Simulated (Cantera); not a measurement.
An isothermal plug-flow reactor at 723 K and 330000 Pa (inlet), inlet velocity 0.42 m/s, active area per volume 140 1/m; feed H2 : O2 : N2 = 0.0066 : 0.088 : 0.79 (molar parts), equivalence ratio 0.037.

Model: Deutschmann's 1995 Pt surface mechanism with GRI-Mech 3.0 gas chemistry, integrated in Cantera. Catalytic surfaces can have several steady states; this one follows from the mechanism file's or the stated starting coverage. Mass transfer to the wall is taken as infinitely fast.

What does this change do: pressure from 330000 Pa to 650000 Pa?


```json
[
 {"quantity": "x(H2) at z = 0.075 m", "before": "2.24e-6", "after": "7.54e-6"},
 {"quantity": "x(O2) at z = 0.075 m", "before": "0.0961", "after": "0.0961"},
 {"quantity": "x(H2O) at z = 0.075 m", "before": "0.00749", "after": "0.00748"},
 {"quantity": "θ(free Pt) at the exit", "before": "0.00669", "after": "0.00486"},
 {"quantity": "θ(O*) at the exit", "before": "0.991", "after": "0.993"},
 {"quantity": "θ(OH*) at the exit", "before": "0.00215", "after": "0.00257"}
]
```
